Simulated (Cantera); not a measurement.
**Equilibrium for abatement and gas-phase synthesis: H2O + O2**

A closed system holds: 1 mol H2O, 0.69 mol O2, held at 1473 K and 1.33 mbar.

These are equilibrium values from Cantera (NASA tables, ideal gas, pure condensed phases), not measurements of a reactor. Candidate condensed phases: H2O; 9 gas species. The numbers say what is thermodynamically allowed, not how fast it happens.

```yaml
x(H2O): 0.591
x(O2): 0.408
x(OH): 0.000925
x(O): 4.88e-5
x(H2): 3.32e-5
x(H): 2.00e-6
gas_amount: 1.690 mol
```
